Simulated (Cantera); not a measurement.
NO annealing gas

An isothermal, constant-pressure homogeneous reactor starts with NO : N2 = 1 : 1.5 (molar parts), at 1650 K and 100000 Pa.

Cantera simulation using GRI-Mech 3.0 (53 species, 325 reactions); the numbers are that mechanism's predictions, not measurements.

| t (s) | x NO | x O2 | x N2 | x NO2 | x N2O |
|---|---|---|---|---|---|
| 0.000500 | 0.400 | 1.07e-8 | 0.600 | 4.23e-6 | 4.13e-6 |
| 0.00183 | 0.400 | 1.43e-7 | 0.600 | 1.70e-5 | 1.38e-5 |
| 0.00672 | 0.400 | 4.12e-6 | 0.600 | 6.91e-5 | 3.72e-5 |
| 0.0247 | 0.399 | 9.94e-5 | 0.600 | 0.000165 | 5.89e-5 |
| 0.0904 | 0.398 | 0.000653 | 0.601 | 0.000188 | 6.04e-5 |
| 0.332 | 0.394 | 0.00269 | 0.603 | 0.000229 | 5.91e-5 |
| 1.22 | 0.380 | 0.00986 | 0.610 | 0.000328 | 5.46e-5 |
| 4.46 | 0.334 | 0.0326 | 0.633 | 0.000479 | 4.20e-5 |
| 16.4 | 0.229 | 0.0850 | 0.685 | 0.000518 | 1.96e-5 |
| 60.0 | 0.0998 | 0.150 | 0.750 | 0.000298 | 3.78e-6 |
x: mole fraction; the columns are a selection and need not sum to one.

Equilibrium at this temperature and pressure: NO 0.00235, O2 0.199, N2 0.799, NO2 8.05e-6, N2O 1.39e-7 (gas phase only).
